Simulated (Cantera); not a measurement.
Feed: 1 mol MgSO₄, 0.022 mol C, 1.4 mol CO₂, 1.6 mol H₂, held at 0.170 bar.

Equilibrium computed with Cantera from the NASA thermochemical tables; the gas is ideal and each condensed phase is pure. Candidate condensed phases: C, C₆H₆, C₇H₈, C₈H₁₈, H₂O, H₂SO₄, Mg, MgCO₃, MgO, Mg(OH)₂, MgS, MgSO₄, S; 130 gas species. Gases not in the tables: S₃ to S₇. Rates play no part.

Which condensed phases are stable at each of these points (T (K)): 698, 798, 898, 998, 1098, 1198, 1298, 1398, 1498, 1598?


```tsv
T (K)	condensed phases	Mg condensed (%)
698	MgO(s) + MgSO₄(s)	100.0
798	MgO(s)	100.0
898	MgO(s)	100.0
998	MgO(s)	100.0
1098	MgO(s)	100.0
1198	MgO(s)	100.0
1298	MgO(s)	100.0
1398	MgO(s)	100.0
1498	MgO(s)	100.0
1598	MgO(s)	100.0
```

At 698 K the condensed part is MgO(s) + MgSO₄(s). From 798 K to 1598 K the condensed part is MgO(s).
